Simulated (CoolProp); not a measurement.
Vapour-liquid equilibrium of C3F8 (R218) (1) + R134a (2) at 0.138 MPa; x and y are mole fractions of (1).

The numbers come from the multi-fluid Helmholtz-energy mixture model, Lemmon 2006 and Tillner-Roth 1994; pair parameters Bell 2016 in CoolProp.

Give the bubble temperature and the first vapour's composition at x = 0.125, 0.425, 0.5. Is there an azeotrope?

x = 0.125: 244.8 K, y = 0.395; x = 0.425: 239.9 K, y = 0.594; x = 0.5: 239.6 K, y = 0.614. y crosses x between x = 0.65 and 0.725: the model has an azeotrope there.

The pair parameters rest on a limited set of measurements; away from them the model extrapolates.
